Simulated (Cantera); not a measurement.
Feed: 1 mol Fe(CO)₅, a varied amount of H₂, at 1073.15 K and 1.00 bar.

Equilibrium computed with Cantera from the NASA thermochemical tables; the gas is ideal and each condensed phase is pure. Candidate condensed phases: C, C₆H₆, C₇H₈, C₈H₁₈, Fe, Fe(CO)₅, FeO, Fe(OH)₂, Fe(OH)₃, Fe₂O₃, Fe₃O₄, H₂O; 114 gas species. Condensed phases not in the tables: cementite and carbon dissolved in iron. Rates play no part.

At 0.82 mol H₂, list the 5 most abundant gas species with their mole fractions, and the condensed phases.

CO 0.764, H₂ 0.139, CO₂ 0.0820, H₂O 0.0138, CH₄ 0.000886. Condensed: C(graphite) + Fe(α).
